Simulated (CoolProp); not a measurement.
Methanol at several states: Z from the reference equation and from simpler models built on Tc = 513.4 K, pc = 82.16 bar, ω = 0.565; each cubic takes its own stable root.

Model: reference Helmholtz-energy equation of state, de Reuck 1993, in CoolProp.

| T (K) | p (bar) | phase | reference |
|---|---|---|---|
| 487.1 | 0.747 | gas | 0.9964 |
| 480.1 | 81.4 | liquid | 0.1172 |
| 287.5 | 203 | liquid | 0.3345 |
| 507.2 | 8.48 | gas | 0.9643 |
| 272.6 | 78.4 | liquid | 0.1357 |
| 181.3 | 9.21 | liquid | 0.02177 |

How far does each simpler model (van der Waals, Redlich-Kwong, Soave-Redlich-Kwong, Peng-Robinson) lie from the reference over these 6 states: mean and median of the absolute difference, and the worst?


- van der Waals: mean 69.1 %, median 101.5 %, worst +106.7 % at 181.3 K and 9.21 bar
- Redlich-Kwong: mean 28.5 %, median 38.0 %, worst +56.3 % at 480.1 K and 81.4 bar
- Soave-Redlich-Kwong: mean 23.5 %, median 31.0 %, worst +44.0 % at 480.1 K and 81.4 bar
- Peng-Robinson: mean 13.7 %, median 16.7 %, worst +27.8 % at 480.1 K and 81.4 bar
